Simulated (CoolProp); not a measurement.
Vapour-liquid equilibrium of R134a (1) + R245fa (2) at 8.95 bar; x and y are mole fractions of (1).

Computed with CoolProp (multi-fluid Helmholtz-energy mixture model, Tillner-Roth 1994 and Akasaka 2015; pair parameters Akasaka 2014).

Problem. Give the bubble temperature and the first vapour's composition at x = 0.05, 0.125, 0.2. Is there an azeotrope?

Solution. x = 0.05: 81.3 °C, y = 0.117; x = 0.125: 76.0 °C, y = 0.269; x = 0.2: 71.0 °C, y = 0.397. No azeotrope shows between x = 0.05 and 0.95.

The pair parameters rest on a limited set of measurements; away from them the model extrapolates.
